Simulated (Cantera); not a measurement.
What does this Cantera script print?

```python
import numpy as np
import cantera as ct

gas_names = """
    C CH CH2 CH3 CH2OH CH3O CH4 CH3OH CN CO CO2 COOH C2 C2H CHCO,ketyl C2H2,acetylene C2H2,vinylidene
    CH2CO,ketene C2H3,vinyl CH3CN CH3CO,acetyl C2H4 C2H4O,ethylen CH3CHO,ethanal CH3COOH (HCOOH)2 C2H5
    C2H6 CH3OCH3 C2H5OH CCN CNC C2N2 C2O C3 C3H3,propargyl C3H4,allene C3H4,propyne C3H4,cyclo-
    C3H5,allyl C3H6,propylene C3H6,cyclo- C3H6O C3H7,n-propyl C3H7,i-propyl C3H8 C3H8O,1propanol
    C3H8O,2propanol C3O2 C4 C4H2 C4H4,1,3-cyclo- C4H6,butadiene C4H6,2-butyne C4H6,cyclo- C4H8,1-butene
    C4H8,cis2-buten C4H8,tr2-butene C4H8,isobutene C4H8,cyclo- (CH3COOH)2 C4H9,n-butyl C4H9,i-butyl
    C4H9,s-butyl C4H9,t-butyl C4H10,isobutane C4H10,n-butane C4N2 C5 C5H6,1,3cyclo- C5H8,cyclo-
    C5H10,1-pentene C5H10,cyclo- C5H11,pentyl C5H11,t-pentyl C5H12,n-pentane C5H12,i-pentane
    CH3C(CH3)2CH3 C6H2 C6H5,phenyl C6H5O,phenoxy C6H6 C6H5OH,phenol C6H10,cyclo- C6H12,1-hexene
    C6H12,cyclo- C6H13,n-hexyl C7H7,benzyl C7H8 C7H8O,cresol C7H14,1-heptene C7H15,n-heptyl
    C7H16,n-heptane C8H8,styrene C8H10,ethylbenz C8H16,1-octene C8H17,n-octyl C8H18,isooctane
    C8H18,n-octane C9H19,n-nonyl C10H8,naphthale C10H21,n-decyl C12H9,o-bipheny C12H10,bipheny H HCN HCO
    HCCN HNC HNCO HNO HNO2 HNO3 HO2 H2 HCHO,formaldehy HCOOH H2O H2O2 N NCO NH NH2 NH3 NH2OH NO NO2 NO3
    N2 N2H2 N2H4 N2O O OH O2 O3
""".split()
cond_names = """
    C(gr) C6H6(L) C7H8(L) C8H18(L),n-octa H2O(s) H2O(L)
""".split()


def load(file, names, dense=False):
    # The tables refer to 1 bar. Condensed volumes are neglected.
    table = {s.name: s for s in ct.Species.list_from_file(file)}
    out = []
    for n in names:
        d = dict(table[n].input_data)
        d["thermo"] = dict(d["thermo"], **{"reference-pressure": 1e5})
        if dense:
            d["equation-of-state"] = {"model": "constant-volume", "density": "1e6 g/cm^3"}
        out.append(ct.Species.from_dict(d))
    return out


gas = ct.Solution(thermo="ideal-gas", species=load("nasa_gas.yaml", gas_names))
cond = {s.name: ct.Solution(thermo="fixed-stoichiometry", species=[s], name=s.name)
        for s in load("nasa_condensed.yaml", cond_names, dense=True)}
atoms = {
    'toluene': {'C': 7, 'H': 8},
    'H2O': {'H': 2, 'O': 1},
    'N2': {'N': 2},
}
top_T = {'C(gr)': 4500}  # K; cautious upper limits of use, not melting points


def equilibrate(T, P, feed):
    n = {}
    for name, mol in feed.items():
        for a, k in atoms[name].items():
            n[a] = n.get(a, 0.0) + k * mol
    gas.TPX = T, P, n
    mass = sum(n.values()) * gas.mean_molecular_weight
    gas.equilibrate("TP")
    valid = [c for c in cond.values() if c.min_temp <= T <= top_T.get(c.name, c.max_temp)]
    mix = ct.Mixture([(gas, mass / gas.mean_molecular_weight)] + [(c, 0.0) for c in valid])
    mix.T, mix.P = T, P
    mix.equilibrate("TP", solver="vcs", rtol=1e-11, max_steps=5000)
    return mix


results = []
T = 523.15  # K
P = 133.322  # Pa
for m in [0.46, 0.67, 0.98, 1.4, 2.1, 3.1, 4.5, 6.6, 9.7, 14]:
    feed = {'toluene': 1, 'H2O': 0.34, 'N2': m}  # mol
    mix = equilibrate(T, P, feed)
    results.append((T, P, feed, dict(zip(mix.species_names, mix.species_moles))))

top = {s: max(r[3][s] / sum(r[3][g] for g in gas_names) for r in results) for s in gas_names}
cols = sorted((s for s in top if top[s] > 1e-05), key=lambda s: -top[s])[:8]
seen = [c for c in cond_names if any(r[3].get(c, 0) > 1e-12 for r in results)]
print("log10 of partial pressures in bar; condensed amounts in mol")
print(f"{'n(N2)':>10s}" + "".join(f"{s[:9]:>10s}" for s in cols + seen))
for T, P, feed, n in results:
    ng = sum(n[g] for g in gas_names)
    print(f"{feed['N2']:10.4g}" + "".join(f"{np.log10(max(n[s] / ng * P / 1e5, 1e-99)):10.3f}" for s in cols)
          + "".join(f"{n.get(c, 0):10.4g}" for c in seen))
```

Output:

```
log10 of partial pressures in bar; condensed amounts in mol
     n(N2)        N2        H2       CH4       H2O       CO2        CO       NH3     C(gr)
      0.46    -3.776    -3.202    -3.380    -3.929    -5.528    -6.755    -7.421     5.846
      0.67    -3.639    -3.219    -3.414    -3.956    -5.548    -6.764    -7.378     5.865
      0.98    -3.510    -3.242    -3.460    -3.993    -5.575    -6.778    -7.348     5.891
       1.4    -3.399    -3.271    -3.517    -4.038    -5.607    -6.794    -7.336     5.923
       2.1    -3.288    -3.313    -3.602    -4.103    -5.654    -6.817    -7.344     5.972
       3.1    -3.196    -3.365    -3.706    -4.182    -5.708    -6.844    -7.375     6.031
       4.5    -3.123    -3.426    -3.827    -4.273    -5.768    -6.874    -7.430     6.099
       6.6    -3.062    -3.499    -3.975    -4.381    -5.836    -6.908    -7.510     6.181
       9.7    -3.013    -3.586    -4.147    -4.503    -5.909    -6.945    -7.615     6.273
        14    -2.978    -3.678    -4.332    -4.632    -5.980    -6.980    -7.736     6.366
```

Cantera equilibrium calculation (NASA polynomials, part measured and part estimated; ideal gas, pure solids and liquids).
